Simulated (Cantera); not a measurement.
A Cantera script and what it prints.

```python
import numpy as np
import cantera as ct

gas_names = [...]  # 136 gases of nasa_gas.yaml made of C, H, N, O
cond_names = """
    C(gr) C6H6(L) C7H8(L) C8H18(L),n-octa H2O(s) H2O(L)
""".split()


# ... load() reads the species with a 1 bar reference pressure and builds the phases ...
atoms = {
    'acetone': {'C': 3, 'H': 6, 'O': 1},
    'H2': {'H': 2},
    'NH3': {'N': 1, 'H': 3},
}
top_T = {'C(gr)': 4500}  # K; cautious upper limits of use, not melting points


# ... equilibrate(T, P, feed) seeds the gas with the atoms and calls Mixture.equilibrate('TP', solver="vcs", rtol=1e-11, max_steps=5000) ...
results = []
feed = {'acetone': 1, 'H2': 1.5, 'NH3': 0.026}  # mol
P = 480000  # Pa
for T in [1023, 1048, 1073, 1098, 1123, 1148, 1173, 1198]:
    mix = equilibrate(T, P, feed)
    results.append((T, P, feed, dict(zip(mix.species_names, mix.species_moles))))
    x = sorted(zip(gas.X, gas.species_names), reverse=True)
    print(f"T = {T:g} K  P = {P:g} Pa  gas = {mix.phase_moles(0):.4g} mol")
    print("   x: " + "  ".join(f"{s} {v:.3e}" for v, s in x if v > 0.0001))
    print("   condensed (mol): " + ("  ".join(f"{mix.phase(i).name} {mix.phase_moles(i):.4g}"
          for i in range(1, mix.n_phases) if mix.phase_moles(i) > 1e-12) or "none"))
```

It prints:

```
T = 1023 K  P = 480000 Pa  gas = 4.431 mol
   x: H2 6.414e-01  CH4 1.481e-01  CO 1.028e-01  H2O 8.661e-02  CO2 1.814e-02  N2 2.900e-03
   condensed (mol): C(gr) 1.808
T = 1048 K  P = 480000 Pa  gas = 4.585 mol
   x: H2 6.686e-01  CH4 1.253e-01  CO 1.178e-01  H2O 7.069e-02  CO2 1.478e-02  N2 2.805e-03
   condensed (mol): C(gr) 1.818
T = 1073 K  P = 480000 Pa  gas = 4.729 mol
   x: H2 6.919e-01  CO 1.314e-01  CH4 1.056e-01  H2O 5.673e-02  CO2 1.167e-02  N2 2.722e-03
   condensed (mol): C(gr) 1.824
T = 1098 K  P = 480000 Pa  gas = 4.858 mol
   x: H2 7.116e-01  CO 1.430e-01  CH4 8.882e-02  H2O 4.490e-02  CO2 8.962e-03  N2 2.651e-03
   condensed (mol): C(gr) 1.83
T = 1123 K  P = 480000 Pa  gas = 4.972 mol
   x: H2 7.282e-01  CO 1.525e-01  CH4 7.472e-02  H2O 3.517e-02  CO2 6.739e-03  N2 2.593e-03
   condensed (mol): C(gr) 1.837
T = 1148 K  P = 480000 Pa  gas = 5.069 mol
   x: H2 7.422e-01  CO 1.599e-01  CH4 6.291e-02  H2O 2.739e-02  CO2 4.994e-03  N2 2.545e-03
   condensed (mol): C(gr) 1.845
T = 1173 K  P = 480000 Pa  gas = 5.15 mol
   x: H2 7.539e-01  CO 1.656e-01  CH4 5.307e-02  H2O 2.127e-02  CO2 3.670e-03  N2 2.506e-03
   condensed (mol): C(gr) 1.855
T = 1198 K  P = 480000 Pa  gas = 5.217 mol
   x: H2 7.636e-01  CO 1.698e-01  CH4 4.489e-02  H2O 1.652e-02  CO2 2.689e-03  N2 2.475e-03
   condensed (mol): C(gr) 1.866
```

These are equilibrium values from Cantera (NASA tables, ideal gas, pure condensed phases), not measurements of a reactor. The feed counts by its element totals alone.
